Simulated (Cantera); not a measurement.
Mixture: 10.7 % CO, 5.47 % H₂, 14.5 % O₂, 54.3 % N₂, 15.0 % CO₂, at 5.40 bar, adiabatic and at constant volume. Ignition delay is the time to a rise of 400 K.

Computed with Cantera and GRI-Mech 3.0 (53 species, 325 reactions). The hydrogen kinetics of GRI-Mech 3.0 are dated; newer H2 mechanisms differ, most at raised pressure. Where the delays flatten at high temperature, the 400 K rule measures the pace of heat release, not the induction time.

Question: Predict: delay at 1173 K; delay at 1273 K; delay at 1373 K; delay at 1473 K; delay at 1573 K; delay at 1673 K.

Answer: delay at 1173 K: 55.9 µs
delay at 1273 K: 16.5 µs
delay at 1373 K: 9.60 µs
delay at 1473 K: 7.11 µs
delay at 1573 K: 6.07 µs
delay at 1673 K: 5.72 µs
